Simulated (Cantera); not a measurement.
An adiabatic, constant-pressure homogeneous reactor starts with CO : H₂ : CH₄ : O₂ : N₂ = 1 : 0.051 : 0.068 : 0.727 : 7.27 (molar parts), at 1250 K and 4.93 atm. Integrator tolerance rtol = 1e-08.

Computed with Cantera and GRI-Mech 3.0 (53 species, 325 reactions).

Task: What does this change do: O2 0.727 to 1.3 parts?

Result: 
```csv
quantity,before,after
time of steepest temperature rise,0.231 ms,0.161 ms
temperature at 3.00 s,2252 K,2205 K
equilibrium temperature,2252 K,2205 K
x(CO) at 3.00 s,0.00497 (gas-phase equilibrium 0.00497),0.00125 (gas-phase equilibrium 0.00125)
x(H₂) at 3.00 s,0.000162 (gas-phase equilibrium 0.000162),4.07e-5 (gas-phase equilibrium 4.07e-5)
x(CH₄) at 3.00 s,<1e-12 (gas-phase equilibrium <1e-12),<1e-12 (gas-phase equilibrium <1e-12)
x(CH₂CO) at 3.00 s,<1e-12 (gas-phase equilibrium <1e-12),<1e-12 (gas-phase equilibrium <1e-12)
x(O) at 3.00 s,0.000154 (gas-phase equilibrium 0.000154),0.000323 (gas-phase equilibrium 0.000323)
x(O₂) at 3.00 s,0.00842 (gas-phase equilibrium 0.00842),0.0662 (gas-phase equilibrium 0.0662)
x(NO) at 3.00 s,0.00294 (gas-phase equilibrium 0.00294),0.00720 (gas-phase equilibrium 0.00720)
```
